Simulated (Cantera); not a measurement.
What does this Cantera script print?

```python
import numpy as np
import cantera as ct

gas_names = """
    B BH BH2 BH3 BO BO2 B2 B2O B2O2 B2O3 B3O3H3 H HBO HBO2 HO2 H2 H2O H2O2 H3B3O6 O OH O2 O3
""".split()
cond_names = """
    B(b) B(L) B2O3(L) B3O3H3(cr) H2O(s) H2O(L)
""".split()


# ... load() reads the species with a 1 bar reference pressure and builds the phases ...
atoms = {
    'B': {'B': 1},
    'H2O': {'H': 2, 'O': 1},
    'H2': {'H': 2},
}
top_T = {}  # K; cautious upper limits of use, not melting points


# ... equilibrate(T, P, feed) seeds the gas with the atoms and calls Mixture.equilibrate('TP', solver="vcs", rtol=1e-11, max_steps=5000) ...
results = []
P = 82  # Pa
for T in [773, 873, 973, 1073, 1173, 1273, 1373, 1473, 1573, 1673, 1773]:
    for m in [2.5, 4.5, 6.5, 8.5, 11, 12, 14, 16, 18, 20, 22, 24]:
        feed = {'B': 1, 'H2O': 0.14, 'H2': m}  # mol
        mix = equilibrate(T, P, feed)
        results.append((T, P, feed, dict(zip(mix.species_names, mix.species_moles))))

for T, P, feed, n in results:
    print(f"{T:7g} {feed['H2']:10.4g}  " + (" + ".join(c for c in cond_names if n.get(c, 0) > 1e-12) or "gas only"))
```

Output:

```
    773        2.5  B(b) + B2O3(L)
    773        4.5  B(b) + B2O3(L)
    773        6.5  B(b) + B2O3(L)
    773        8.5  B(b) + B2O3(L)
    773         11  B(b) + B2O3(L)
    773         12  B(b) + B2O3(L)
    773         14  B(b) + B2O3(L)
    773         16  B(b) + B2O3(L)
    773         18  B(b) + B2O3(L)
    773         20  B(b) + B2O3(L)
    773         22  B(b) + B2O3(L)
    773         24  B(b) + B2O3(L)
    873        2.5  B(b) + B2O3(L)
    873        4.5  B(b) + B2O3(L)
    873        6.5  B(b) + B2O3(L)
    873        8.5  B(b) + B2O3(L)
    873         11  B(b) + B2O3(L)
    873         12  B(b) + B2O3(L)
    873         14  B(b) + B2O3(L)
    873         16  B(b) + B2O3(L)
    873         18  B(b) + B2O3(L)
    873         20  B(b) + B2O3(L)
    873         22  B(b) + B2O3(L)
    873         24  B(b) + B2O3(L)
    973        2.5  B(b) + B2O3(L)
    973        4.5  B(b) + B2O3(L)
    973        6.5  B(b) + B2O3(L)
    973        8.5  B(b) + B2O3(L)
    973         11  B(b) + B2O3(L)
    973         12  B(b) + B2O3(L)
    973         14  B(b) + B2O3(L)
    973         16  B(b) + B2O3(L)
    973         18  B(b) + B2O3(L)
    973         20  B(b) + B2O3(L)
    973         22  B(b) + B2O3(L)
    973         24  B(b) + B2O3(L)
   1073        2.5  B(b) + B2O3(L)
   1073        4.5  B(b) + B2O3(L)
   1073        6.5  B(b) + B2O3(L)
   1073        8.5  B(b) + B2O3(L)
   1073         11  B(b) + B2O3(L)
   1073         12  B(b) + B2O3(L)
   1073         14  B(b) + B2O3(L)
   1073         16  B(b) + B2O3(L)
   1073         18  B(b) + B2O3(L)
   1073         20  B(b) + B2O3(L)
   1073         22  B(b) + B2O3(L)
   1073         24  B(b) + B2O3(L)
   1173        2.5  B(b) + B2O3(L)
   1173        4.5  B(b) + B2O3(L)
   1173        6.5  B(b) + B2O3(L)
   1173        8.5  B(b) + B2O3(L)
   1173         11  B(b) + B2O3(L)
   1173         12  B(b) + B2O3(L)
   1173         14  B(b) + B2O3(L)
   1173         16  B(b) + B2O3(L)
   1173         18  B(b) + B2O3(L)
   1173         20  B(b) + B2O3(L)
   1173         22  B(b) + B2O3(L)
   1173         24  B(b) + B2O3(L)
   1273        2.5  B(b) + B2O3(L)
   1273        4.5  B(b) + B2O3(L)
   1273        6.5  B(b) + B2O3(L)
   1273        8.5  B(b) + B2O3(L)
   1273         11  B(b) + B2O3(L)
   1273         12  B(b) + B2O3(L)
   1273         14  B(b) + B2O3(L)
   1273         16  B(b)
   1273         18  B(b)
   1273         20  B(b)
   1273         22  B(b)
   1273         24  B(b)
   1373        2.5  B(b) + B2O3(L)
   1373        4.5  B(b)
   1373        6.5  B(b)
   1373        8.5  B(b)
   1373         11  B(b)
   1373         12  B(b)
   1373         14  B(b)
   1373         16  B(b)
   1373         18  B(b)
   1373         20  B(b)
   1373         22  B(b)
   1373         24  B(b)
   1473        2.5  B(b)
   1473        4.5  B(b)
   1473        6.5  B(b)
   1473        8.5  B(b)
   1473         11  B(b)
   1473         12  B(b)
   1473         14  B(b)
   1473         16  B(b)
   1473         18  B(b)
   1473         20  B(b)
   1473         22  B(b)
   1473         24  B(b)
   1573        2.5  B(b)
   1573        4.5  B(b)
   1573        6.5  B(b)
   1573        8.5  B(b)
   1573         11  B(b)
   1573         12  B(b)
   1573         14  B(b)
   1573         16  B(b)
   1573         18  B(b)
   1573         20  B(b)
   1573         22  B(b)
   1573         24  B(b)
   1673        2.5  B(b)
   1673        4.5  B(b)
   1673        6.5  B(b)
   1673        8.5  B(b)
   1673         11  B(b)
   1673         12  B(b)
   1673         14  B(b)
   1673         16  B(b)
   1673         18  B(b)
   1673         20  B(b)
   1673         22  B(b)
   1673         24  B(b)
   1773        2.5  B(b)
   1773        4.5  B(b)
   1773        6.5  B(b)
   1773        8.5  B(b)
   1773         11  B(b)
   1773         12  B(b)
   1773         14  B(b)
   1773         16  B(b)
   1773         18  B(b)
   1773         20  B(b)
   1773         22  B(b)
   1773         24  B(b)
```

These are equilibrium values from Cantera (NASA tables, ideal gas, pure condensed phases), not measurements of a reactor. Mutual solubility and eutectic melting of coexisting phases are not modelled.
